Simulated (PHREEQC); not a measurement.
A column of 0.2 m (40 cells, dispersivity 0.007 m, 60 s a shift, diffusion coefficient 3e-10 m²/s) holds 0.005 eq of the database's cation exchanger X per kg of pore water, first in equilibrium with 0.024 mol/kgw MgSO4, 0.0056 mol/kgw MgCl2 and 1e-05 mol/kgw HCl. It is flushed with 0.0023 mol CaCl2, 0.0048 mol NaCl and 1e-05 mol HCl per kg of water, at 15 °C. Values are for the last cell. CO2 from the air is kept out. Nothing may precipitate in this run.

Equilibrium calculation in PHREEQC: ion-association model, phreeqc.dat.

```json
[
 {"pore volumes": "0", "Na in solution (mol/kgw)": "0", "Ca in solution (mol/kgw)": "0", "S in solution (mol/kgw)": "0.0240", "Mg in solution (mol/kgw)": "0.0296", "MgX2 on the exchanger (mol/kgw)": "0.00250", "CaX2 on the exchanger (mol/kgw)": "0"},
 {"pore volumes": "0.2625", "Na in solution (mol/kgw)": "3.33e-11", "Ca in solution (mol/kgw)": "7.07e-13", "S in solution (mol/kgw)": "0.0240", "Mg in solution (mol/kgw)": "0.0296", "MgX2 on the exchanger (mol/kgw)": "0.00250", "CaX2 on the exchanger (mol/kgw)": "9.84e-14"},
 {"pore volumes": "0.3875", "Na in solution (mol/kgw)": "4.46e-7", "Ca in solution (mol/kgw)": "2.81e-8", "S in solution (mol/kgw)": "0.0240", "Mg in solution (mol/kgw)": "0.0296", "MgX2 on the exchanger (mol/kgw)": "0.00250", "CaX2 on the exchanger (mol/kgw)": "[?]"},
 {"pore volumes": "0.6375", "Na in solution (mol/kgw)": "0.000224", "Ca in solution (mol/kgw)": "2.65e-5", "S in solution (mol/kgw)": "0.0227", "Mg in solution (mol/kgw)": "0.0281", "MgX2 on the exchanger (mol/kgw)": "0.00249", "CaX2 on the exchanger (mol/kgw)": "3.87e-6"},
 {"pore volumes": "0.7625", "Na in solution (mol/kgw)": "0.000771", "Ca in solution (mol/kgw)": "9.46e-5", "S in solution (mol/kgw)": "0.0196", "Mg in solution (mol/kgw)": "0.0246", "MgX2 on the exchanger (mol/kgw)": "0.00248", "CaX2 on the exchanger (mol/kgw)": "1.57e-5"},
 {"pore volumes": "1.012", "Na in solution (mol/kgw)": "0.00249", "Ca in solution (mol/kgw)": "0.000263", "S in solution (mol/kgw)": "0.0103", "Mg in solution (mol/kgw)": "0.0139", "MgX2 on the exchanger (mol/kgw)": "0.00240", "CaX2 on the exchanger (mol/kgw)": "7.39e-5"},
 {"pore volumes": "1.137", "Na in solution (mol/kgw)": "0.00325", "Ca in solution (mol/kgw)": "0.000301", "S in solution (mol/kgw)": "0.00641", "Mg in solution (mol/kgw)": "0.00943", "MgX2 on the exchanger (mol/kgw)": "0.00233", "CaX2 on the exchanger (mol/kgw)": "0.000121"},
 {"pore volumes": "1.387", "Na in solution (mol/kgw)": "0.00418", "Ca in solution (mol/kgw)": "0.000327", "S in solution (mol/kgw)": "0.00201", "Mg in solution (mol/kgw)": "0.00437", "MgX2 on the exchanger (mol/kgw)": "0.00216", "CaX2 on the exchanger (mol/kgw)": "0.000260"},
 {"pore volumes": "1.512", "Na in solution (mol/kgw)": "0.00443", "Ca in solution (mol/kgw)": "0.000359", "S in solution (mol/kgw)": "0.00104", "Mg in solution (mol/kgw)": "0.00320", "MgX2 on the exchanger (mol/kgw)": "[?]", "CaX2 on the exchanger (mol/kgw)": "0.000365"},
 {"pore volumes": "1.762", "Na in solution (mol/kgw)": "0.00469", "Ca in solution (mol/kgw)": "0.000548", "S in solution (mol/kgw)": "0.000250", "Mg in solution (mol/kgw)": "0.00206", "MgX2 on the exchanger (mol/kgw)": "0.00168", "CaX2 on the exchanger (mol/kgw)": "0.000709"},
 {"pore volumes": "1.887", "Na in solution (mol/kgw)": "0.00475", "Ca in solution (mol/kgw)": "0.000727", "S in solution (mol/kgw)": "[?]", "Mg in solution (mol/kgw)": "0.00172", "MgX2 on the exchanger (mol/kgw)": "0.00143", "CaX2 on the exchanger (mol/kgw)": "0.000959"},
 {"pore volumes": "2.138", "Na in solution (mol/kgw)": "0.00480", "Ca in solution (mol/kgw)": "0.00121", "S in solution (mol/kgw)": "2.47e-5", "Mg in solution (mol/kgw)": "0.00111", "MgX2 on the exchanger (mol/kgw)": "0.000875", "CaX2 on the exchanger (mol/kgw)": "0.00151"},
 {"pore volumes": "2.263", "Na in solution (mol/kgw)": "0.00481", "Ca in solution (mol/kgw)": "0.00146", "S in solution (mol/kgw)": "1.10e-5", "Mg in solution (mol/kgw)": "0.000847", "MgX2 on the exchanger (mol/kgw)": "0.000639", "CaX2 on the exchanger (mol/kgw)": "0.00175"},
 {"pore volumes": "2.513", "Na in solution (mol/kgw)": "0.00481", "Ca in solution (mol/kgw)": "0.00186", "S in solution (mol/kgw)": "2.14e-6", "Mg in solution (mol/kgw)": "[?]", "MgX2 on the exchanger (mol/kgw)": "0.000312", "CaX2 on the exchanger (mol/kgw)": "0.00208"},
 {"pore volumes": "2.638", "Na in solution (mol/kgw)": "0.00481", "Ca in solution (mol/kgw)": "0.00199", "S in solution (mol/kgw)": "9.29e-7", "Mg in solution (mol/kgw)": "0.000308", "MgX2 on the exchanger (mol/kgw)": "0.000212", "CaX2 on the exchanger (mol/kgw)": "0.00218"},
 {"pore volumes": "2.888", "Na in solution (mol/kgw)": "0.00480", "Ca in solution (mol/kgw)": "0.00216", "S in solution (mol/kgw)": "1.72e-7", "Mg in solution (mol/kgw)": "0.000142", "MgX2 on the exchanger (mol/kgw)": "9.51e-5", "CaX2 on the exchanger (mol/kgw)": "0.00230"},
 {"pore volumes": "3.013", "Na in solution (mol/kgw)": "0.00480", "Ca in solution (mol/kgw)": "0.00220", "S in solution (mol/kgw)": "[?]", "Mg in solution (mol/kgw)": "9.45e-5", "MgX2 on the exchanger (mol/kgw)": "6.30e-5", "CaX2 on the exchanger (mol/kgw)": "0.00233"},
 {"pore volumes": "3.263", "Na in solution (mol/kgw)": "0.00480", "Ca in solution (mol/kgw)": "0.00226", "S in solution (mol/kgw)": "1.32e-8", "Mg in solution (mol/kgw)": "4.11e-5", "MgX2 on the exchanger (mol/kgw)": "2.71e-5", "CaX2 on the exchanger (mol/kgw)": "0.00237"},
 {"pore volumes": "3.388", "Na in solution (mol/kgw)": "0.00480", "Ca in solution (mol/kgw)": "0.00227", "S in solution (mol/kgw)": "5.55e-9", "Mg in solution (mol/kgw)": "2.69e-5", "MgX2 on the exchanger (mol/kgw)": "[?]", "CaX2 on the exchanger (mol/kgw)": "0.00238"},
 {"pore volumes": "3.638", "Na in solution (mol/kgw)": "0.00480", "Ca in solution (mol/kgw)": "0.00229", "S in solution (mol/kgw)": "9.78e-10", "Mg in solution (mol/kgw)": "1.13e-5", "MgX2 on the exchanger (mol/kgw)": "7.44e-6", "CaX2 on the exchanger (mol/kgw)": "0.00239"},
 {"pore volumes": "3.763", "Na in solution (mol/kgw)": "0.00480", "Ca in solution (mol/kgw)": "0.00229", "S in solution (mol/kgw)": "4.09e-10", "Mg in solution (mol/kgw)": "7.30e-6", "MgX2 on the exchanger (mol/kgw)": "4.80e-6", "CaX2 on the exchanger (mol/kgw)": "0.00239"},
 {"pore volumes": "4.013", "Na in solution (mol/kgw)": "0.00480", "Ca in solution (mol/kgw)": "0.00230", "S in solution (mol/kgw)": "7.12e-11", "Mg in solution (mol/kgw)": "3.01e-6", "MgX2 on the exchanger (mol/kgw)": "1.98e-6", "CaX2 on the exchanger (mol/kgw)": "0.00240"}
]
```

Problem. Complete the blanks.

Solution. 
- 0.3875, CaX2 on the exchanger (mol/kgw): 3.92e-9
- 1.512, MgX2 on the exchanger (mol/kgw): 0.00204
- 1.887, S in solution (mol/kgw): 0.000118
- 2.513, Mg in solution (mol/kgw): 0.000442
- 3.013, S in solution (mol/kgw): 7.33e-8
- 3.388, MgX2 on the exchanger (mol/kgw): 1.77e-5
